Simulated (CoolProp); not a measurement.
A single-stage vapour-compression cycle with the fluid: evaporating at 328.15 K (dew point), condensing at 355.15 K (bubble point), superheat 2 K, subcooling 5 K, compressor efficiency 0.65, no pressure losses. The same conditions are run with several fluids, on thermodynamics alone (safety and materials aside).

Computed with CoolProp (reference Helmholtz-energy equation of state of each fluid (R236FA: Pan 2012; isobutene: Lemmon 2005; propyne: Polt 1992; carbonyl sulfide: Lemmon 2006; ethanol: Schroeder 2014; fluoroethane (R161): Wu 2012)). The equations of Platzer and Polt are older, rougher fits.

```json
[
 {"fluid": "R236FA", "cooling COP": "6.63", "pressure ratio": "1.95", "discharge temperature (K)": "356.8", "refrigerating effect (kJ/kg)": "98.5", "volumetric capacity (kJ/m³)": "4390"},
 {"fluid": "isobutene", "cooling COP": "6.93", "pressure ratio": "1.85", "discharge temperature (K)": "360.3", "refrigerating effect (kJ/kg)": "268", "volumetric capacity (kJ/m³)": "4460"},
 {"fluid": "propyne", "cooling COP": "6.86", "pressure ratio": "1.82", "discharge temperature (K)": "371.4", "refrigerating effect (kJ/kg)": "358", "volumetric capacity (kJ/m³)": "8200"},
 {"fluid": "carbonyl sulfide", "cooling COP": "6.18", "pressure ratio": "1.68", "discharge temperature (K)": "380.6", "refrigerating effect (kJ/kg)": "172", "volumetric capacity (kJ/m³)": "12800"},
 {"fluid": "ethanol", "cooling COP": "7.53", "pressure ratio": "3.13", "discharge temperature (K)": "398.4", "refrigerating effect (kJ/kg)": "826", "volumetric capacity (kJ/m³)": "524"},
 {"fluid": "fluoroethane (R161)", "cooling COP": "6.23", "pressure ratio": "1.76", "discharge temperature (K)": "370.4", "refrigerating effect (kJ/kg)": "225", "volumetric capacity (kJ/m³)": "10500"}
]
```
